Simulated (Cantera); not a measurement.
Reactions in the system Cu-H-O

Cantera with NASA thermochemical tables; ideal gases at 1 bar, condensed phases pure. Values are per mole of reaction as written; species without (g) are pure solids or liquids, kept so even where they would boil at 1 bar.

Cu(OH)2 = Cu + O(g) + H2O(g)

```csv
T (K),ΔH° (kJ),ΔS° (J/K),ΔG° (kJ),log10 K
300,457.7,274.6,375.3,-65.35
673,449.9,258.3,276.1,-21.43
723,448.6,256.4,263.2,-19.02
773,447.2,254.6,250.4,-16.92
823,445.8,252.8,237.7,-15.09
873,444.4,251.1,225.2,-13.47
923,442.9,249.5,212.6,-12.03
973,441.5,247.9,200.2,-10.75
1023,440.0,246.5,187.8,-9.59
1073,438.6,245.2,175.6,-8.55
1123,437.2,243.9,163.3,-7.60
1173,435.9,242.7,151.2,-6.73
```
